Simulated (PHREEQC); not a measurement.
# Alkaline etch or developer

Consider water at 35 °C with 4.8 mmol/kgw CsOH, 120 mmol/kgw NaAlO2 and 15 mmol/kgw (CH3)4NCl. Closed to the air; pH follows from the charge balance.

All values are PHREEQC results (ion-association model, wateq4f.dat), not measurements.

Precipitation was switched off in this run.

Problem. Estimate the pH, ionic strength.

Solution. pH 11.23; ionic strength 0.140 mol/kgw.

Examples of supersaturated solids here: Boehmite (slow to form), Gibbsite (slow to form). Others may be too. (CH3)4N+ isn't in the database: it is added as a free cation with an ion size of 4 Å.
